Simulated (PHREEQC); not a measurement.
A made-up water analysis in mg/kgw, 25 °C, pH 6.87, pe 8.5: Na 2.12; K 5.17; Ca 29.9; Mg 5.74; Cl 53.3; S(6) as SO4 14.6; Alkalinity as HCO3 19.9; Br 3.43; Si as SiO2 0.0438; Pb 12.4; B 0.217.

Valence states are taken as typed.

The numbers come from PHREEQC with the ion-association model, phreeqc.dat.

```yaml
ionic_strength: 0.00327 mol/kgw
specific_conductance: 263 µS/cm
charge_balance_error: 3.1 %
```

| species | molality | activity | log γ |
|---|---|---|---|
| Cl- | 0.00150 | 0.00141 | -0.027 |
| Ca+2 | 0.000733 | 0.000574 | -0.106 |
| HCO3- | 0.000262 | 0.000246 | -0.026 |
| Mg+2 | 0.000231 | 0.000181 | -0.105 |
| SO4-2 | 0.000135 | 0.000106 | -0.107 |
| K+ | 0.000132 | 0.000124 | -0.027 |
| Na+ | 9.22e-5 | 8.66e-5 | -0.027 |
| CO2 | 7.47e-5 | 7.47e-5 | 0.000 |
| Br- | 4.29e-5 | 4.02e-5 | -0.028 |
| PbCO3 | 2.73e-5 | 2.74e-5 | 0.000 |
| Pb+2 | 2.36e-5 | 1.84e-5 | -0.108 |
| H3BO3 | 2.00e-5 | 2.00e-5 | 0.000 |

This is a speciation only: nothing precipitates in the calculation. The solution is supersaturated, for example in Cerussite, Pb(OH)2, so a real one may precipitate; this is no full list. Complexes and solids missing from the database can't appear.
